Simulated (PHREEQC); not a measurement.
**Leach liquor with polishing slurry liquid: an equilibrium model**

Solution A (0.078 mol H2SO4, 0.011 mol MnSO4 and 0.0083 mol Fe2(SO4)3 per kg of water) is mixed with solution B (0.22 mol NH3 and 3.1e-05 mol H3BO3 per kg of water) at 25 °C; shares are by mass of water, 1 kg in all. No oxygen is let in. No CO2 enters from the air. Solids allowed: Fe(OH)3(a), Pyrochroite. Others were left out.

Computed with PHREEQC (ion-association model, wateq4f.dat).

Problem. Predict pH, Fe in solution (mol/kgw) at share of solution B = 0, 0.1, 0.25, 0.7.

Solution. 
| share of solution B | pH | Fe in solution (mol/kgw) |
|---|---|---|
| 0 | 1.17 | 0.0166 |
| 0.1 | 1.31 | 0.0149 |
| 0.25 | 1.62 | 0.0124 |
| 0.7 | 9.51 | 1.01e-7 |
